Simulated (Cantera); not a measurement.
A perfectly stirred reactor is fed with H2 : O2 = 0.057 : 1 (molar parts), equivalence ratio 0.029, at 520 Pa; it is held at 1098 K, and followed from long to short residence time.

Model: the H2/O2 subset of GRI-Mech 3.0, which has no nitrogen chemistry, integrated in Cantera. Radical loss at walls, strong at low pressure, is not modelled. The temperature is held fixed by assumption; the heat of reaction is taken as removed at once.

Problem. What does this change do: 0.043 parts H2O added?

Solution. 
```json
[
 {"quantity": "x(H2) at τ = 25.0 s", "before": "6.42e-5", "after": "7.03e-5"},
 {"quantity": "x(O2) at τ = 25.0 s", "before": "0.943", "after": "0.906"},
 {"quantity": "x(O) at τ = 25.0 s", "before": "0.000941", "after": "0.000647"},
 {"quantity": "x(H) at τ = 25.0 s", "before": "5.50e-5", "after": "4.22e-5"},
 {"quantity": "x(H2O2) at τ = 25.0 s", "before": "3.11e-8", "after": "4.60e-8"},
 {"quantity": "x(H2) at τ = 0.320 s", "before": "0.000836", "after": "0.000977"},
 {"quantity": "x(O2) at τ = 0.320 s", "before": "0.930", "after": "0.896"},
 {"quantity": "x(O) at τ = 0.320 s", "before": "0.0126", "after": "0.00931"},
 {"quantity": "x(H) at τ = 0.320 s", "before": "0.00296", "after": "0.00246"},
 {"quantity": "x(H2O2) at τ = 0.320 s", "before": "4.60e-8", "after": "7.49e-8"}
]
```

Problem. What does this change do: temperature 1098 to 1150 K?

Solution. 
```tsv
quantity	before	after
x(H2) at τ = 25.0 s	6.42e-5	5.86e-5
x(O2) at τ = 25.0 s	0.943	0.943
x(O) at τ = 25.0 s	0.000941	0.00115
x(H) at τ = 25.0 s	5.50e-5	6.27e-5
x(H2O2) at τ = 25.0 s	3.11e-8	2.73e-8
x(H2) at τ = 0.320 s	0.000836	0.000756
x(O2) at τ = 0.320 s	0.930	0.927
x(O) at τ = 0.320 s	0.0126	0.0150
x(H) at τ = 0.320 s	0.00296	0.00313
x(H2O2) at τ = 0.320 s	4.60e-8	4.32e-8
```
